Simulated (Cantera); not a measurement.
**N2O furnace oxynitridation**

A perfectly stirred reactor is fed with 94.2 % N₂O, 5.84 % O₂, at 0.0710 bar; it is held at 1400 K, and followed from long to short residence time.

Cantera simulation using GRI-Mech 3.0 (53 species, 325 reactions); the numbers are that mechanism's predictions, not measurements. GRI-Mech 3.0 was tuned for natural gas; its chemistry of N2O as a main component is partial and can be far from experiment. The temperature is held fixed by assumption; the heat of reaction is taken as removed at once.

```tsv
τ (s)	x N₂O	x O₂	x O	x NO	x N₂	x NO₂
19	0.0338	0.298	1.84e-5	0.102	0.566	8.00e-5
4.5	0.118	0.270	2.29e-5	0.104	0.508	7.52e-5
1.1	0.339	0.211	2.48e-5	0.0795	0.370	5.30e-5
0.26	0.661	0.129	2.53e-5	0.0374	0.172	2.21e-5
0.061	0.856	0.0800	2.55e-5	0.0114	0.0524	5.47e-6
0.015	0.919	0.0641	2.54e-5	0.00302	0.0138	8.86e-7
0.0035	0.936	0.0597	2.52e-5	0.000710	0.00327	7.81e-8
```
x: mole fraction; the columns are a selection and need not sum to one.
